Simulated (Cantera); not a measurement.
A Cantera script and its output.

```python
import numpy as np
import cantera as ct

gas = ct.Solution("gri30.yaml", transport_model="multicomponent")
show = ['CH4', 'O', 'H']

rows = []
print(f"{'T/K':>7s}{'rho':>11s}{'cp':>10s}{'mu':>11s}{'lambda':>11s}{'Pr':>7s}" + "".join(f"{'D_' + s:>11s}" for s in show))
for T in [400, 650, 900, 1150, 1400, 1650, 1900, 2150, 2400]:
    gas.TPX = T, 500000, {'CO2': 0.14, 'O2': 0.64}
    Pr = gas.cp_mass * gas.viscosity / gas.thermal_conductivity
    D = [gas.mix_diff_coeffs_mole[gas.species_index(s)] for s in show]
    rows.append([gas.density, gas.cp_mass, gas.viscosity, gas.thermal_conductivity, Pr, *D])
    print(f"{T:7g}{gas.density:11.4e}{gas.cp_mass:10.1f}{gas.viscosity:11.4e}"
          f"{gas.thermal_conductivity:11.4e}{Pr:7.3f}" + "".join(f"{d:11.4e}" for d in D))
print("SI units: kg/m3, J/kg/K, Pa s, W/m/K, m2/s")
```

Output:

```
    T/K        rho        cp         mu     lambda     Pr      D_CH4        D_O        D_H
    400 5.1347e+00     940.6 2.4263e-05 3.2078e-02  0.711 7.2654e-06 1.0490e-05 4.1124e-05
    650 3.1598e+00    1037.1 3.4581e-05 5.0181e-02  0.715 1.6900e-05 2.4043e-05 9.5724e-05
    900 2.2821e+00    1103.8 4.3240e-05 6.6668e-02  0.716 2.9366e-05 4.1534e-05 1.6638e-04
   1150 1.7860e+00    1145.8 5.0934e-05 8.1476e-02  0.716 4.4328e-05 6.2518e-05 2.5119e-04
   1400 1.4671e+00    1175.6 5.7981e-05 9.5168e-02  0.716 6.1570e-05 8.6704e-05 3.4892e-04
   1650 1.2448e+00    1199.0 6.4554e-05 1.0809e-01  0.716 8.0938e-05 1.1388e-04 4.5870e-04
   1900 1.0810e+00    1218.2 7.0761e-05 1.2045e-01  0.716 1.0232e-04 1.4389e-04 5.7987e-04
   2150 9.5529e-01    1235.2 7.6672e-05 1.3240e-01  0.715 1.2561e-04 1.7659e-04 7.1190e-04
   2400 8.5578e-01    1251.2 8.2337e-05 1.4409e-01  0.715 1.5074e-04 2.1187e-04 8.5435e-04
SI units: kg/m3, J/kg/K, Pa s, W/m/K, m2/s
```

Detailed kinetics in Cantera: GRI-Mech 3.0 (53 species, 325 reactions).
